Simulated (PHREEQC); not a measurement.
Solution (92 °C): 0.0023 mol CO2 and 0.00053 mol Sr(NO3)2 per kg of water. Closed to the air; pH follows from the charge balance.

Computed with PHREEQC (ion-association model, phreeqc.dat).

Each row changes one thing in this solution. No solid was allowed to form.

```
case                                              pH  ionic strength (mol/kgw)
----------------------------------------------  ----  ------------------------
as made                                         4.50                   0.00162
CO2 left out                                    6.18                   0.00159
CO2 from 0.0023 to 0.00023 mol/kgw              5.01                   0.00160
CO2 from 0.0023 to 0.0115 mol/kgw               4.15                   0.00166
Sr(NO3)2 replaced by KNO3 at the same molality  4.51                  0.000561
diluted 100-fold with water                     5.53                   1.89e-5
temperature from 92 to 70 °C                    4.47                   0.00162
```

Away from 25 °C the constants follow the database's enthalpies or fits; those with neither stay at their 25 °C values.
